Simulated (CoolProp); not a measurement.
Water at 428.45 K and 0.303 MPa is compressed adiabatically to 0.912 MPa with isentropic efficiency 0.9. Each further row changes one setting.

Model: reference Helmholtz-energy equation of state, Wagner 2002, in CoolProp.

```tsv
case	work (kJ/kg)	final temperature (K)	final density (kg/m³)
as stated	?	567.5	3.57
efficiency 1	?	?	?
efficiency 0.65	?	?	3.26
```

Question: Complete the blanks.

Answer: 
- as stated, work (kJ/kg): 269
- efficiency 1, work (kJ/kg): 243
- efficiency 1, final temperature (K): 554.8
- efficiency 1, final density (kg/m³): 3.66
- efficiency 0.65, work (kJ/kg): 373
- efficiency 0.65, final temperature (K): 616.3
